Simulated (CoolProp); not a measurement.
A closed Brayton cycle with carbon dioxide: compressor inlet 318.15 K and 9.1 MPa, high pressure 22.8 MPa, turbine inlet 950 K, compressor efficiency 0.89, turbine efficiency 0.9, recuperator effectiveness 0.8 (on enthalpy, no pinch check). Each further row changes one setting.

Model: reference Helmholtz-energy equation of state, Span 1996, in CoolProp.

```json
[
 {"case": "as stated", "thermal efficiency (%)": "31.3", "net work (kJ/kg)": "108", "compressor to turbine work": "0.24", "compressor exit (K)": "376.7", "turbine exit (K)": "829.4"},
 {"case": "turbine inlet 900 K", "thermal efficiency (%)": "30.6", "net work (kJ/kg)": "99.6", "compressor to turbine work": "0.25", "compressor exit (K)": "376.7", "turbine exit (K)": "783.5"},
 {"case": "compressor inlet 328.15 K", "thermal efficiency (%)": "30.8", "net work (kJ/kg)": "98.5", "compressor to turbine work": "0.30", "compressor exit (K)": "400.9", "turbine exit (K)": "829.4"},
 {"case": "high pressure 19.4 MPa", "thermal efficiency (%)": "28.5", "net work (kJ/kg)": "91.4", "compressor to turbine work": "0.23", "compressor exit (K)": "366.3", "turbine exit (K)": "850.0"},
 {"case": "recuperator effectiveness 0.5", "thermal efficiency (%)": "21.3", "net work (kJ/kg)": "108", "compressor to turbine work": "0.24", "compressor exit (K)": "376.7", "turbine exit (K)": "829.4"}
]
```
